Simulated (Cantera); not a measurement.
Feed: 1 mol Al(CH3)3, 2 mol H2O, 550 mol N2, at 18.0 Pa.

These are equilibrium values from Cantera (NASA tables, ideal gas, pure condensed phases), not measurements of a reactor. Candidate condensed phases: Al, AlN, Al2O3, C, C6H6, C7H8, C8H18, H2O; 148 gas species. The feed counts by its element totals alone. Equilibrium is a limit: real reactors are often held back by kinetics, nucleation or transport.

### Question
At 1850 °C, list the 6 most abundant gas species with their mole fractions, and the condensed phases.

### Answer
N2 0.975, H 0.0152, CO 0.00355, H2 0.00323, Al 0.00177, HCN 0.00130. Condensed: C(graphite).
